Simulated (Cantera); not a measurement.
Input: 1 mol SiH2Cl2, 55 mol H2, equilibrated at 1477 °C and 0.00410 bar.

Cantera equilibrium calculation (NASA polynomials, part measured and part estimated; ideal gas, pure solids and liquids). Candidate condensed phases: Si; 19 gas species. The tables' values for SiCl are old estimates; treat these amounts as uncertain. Gases not in the tables: Si2H6 and higher silanes. Rates play no part.

Base state: H2 0.964, HCl 0.0290, H 0.00357, SiCl2 0.00290, Si 0.000366, Cl 8.28e-5, SiCl 8.14e-5, SiH 3.04e-5 (mole fractions); condensed: Si(l).

Task: What changes in the equilibrium state with this change: temperature from 1477 °C to 1125 °C?

Result: 
```
species       before    after
----------  --------  -------
H2             0.964    0.968
HCl           0.0290   0.0296
SiCl2        0.00290  0.00267
H            0.00357  7.27e-5
Si          0.000366  1.90e-7
SiH          3.04e-5  6.03e-8
SiCl         8.14e-5  6.79e-7
SiH2         2.01e-5  3.54e-7
Si(l), mol     0.805        0
Si(s), mol         0    0.846
```
The tables' values for SiCl3 are old estimates; treat these amounts as uncertain.

Task: What changes in the equilibrium state with this change: temperature from 1477 °C to 927 °C?

Result: 
```json
[
 {"species": "H2", "before": "0.964", "after": "0.968"},
 {"species": "HCl", "before": "0.0290", "after": "0.0299"},
 {"species": "SiCl2", "before": "0.00290", "after": "0.00219"},
 {"species": "H", "before": "0.00357", "after": "3.03e-6"},
 {"species": "Si", "before": "0.000366", "after": "<1e-9"},
 {"species": "SiH", "before": "3.04e-5", "after": "<1e-9"},
 {"species": "SiCl4", "before": "7.41e-9", "after": "5.90e-5"},
 {"species": "SiCl", "before": "8.14e-5", "after": "1.17e-8"},
 {"species": "Si(l), mol", "before": "0.805", "after": "0"},
 {"species": "Si(s), mol", "before": "0", "after": "0.862"}
]
```
The tables' values for SiCl3 are old estimates; treat these amounts as uncertain.

Task: What changes in the equilibrium state with this change: H2 from 55 to 2.6 mol?

Result: 
```
species      before    after
----------  -------  -------
H2            0.964    0.696
HCl          0.0290    0.166
SiCl2       0.00290    0.132
SiCl4       7.41e-9  1.52e-5
SiCl3       3.48e-6  0.00106
SiHCl3      5.44e-8  1.41e-5
Si(l), mol    0.805    0.384
```
The tables' values for SiCl3, SiCl are old estimates; treat these amounts as uncertain.
